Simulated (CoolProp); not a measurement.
Vapour-liquid equilibrium of cyclohexane (1) + dimethyl carbonate (2) at 175.65 °C; x and y are mole fractions of (1).

Computed with CoolProp (multi-fluid Helmholtz-energy mixture model, Zhou 2014 and Zhou 2011; pair parameters Bell 2016).

Task: Give the bubble pressure and the first vapour's composition at x = 0.05, 0.8, 0.95. Is there an azeotrope?

Result: x = 0.05: 919.6 kPa, y = 0.103; x = 0.8: 1078 kPa, y = 0.716; x = 0.95: 960.0 kPa, y = 0.901. y crosses x between x = 0.5 and 0.65: the model has an azeotrope there.

The pair parameters rest on a limited set of measurements; away from them the model extrapolates.
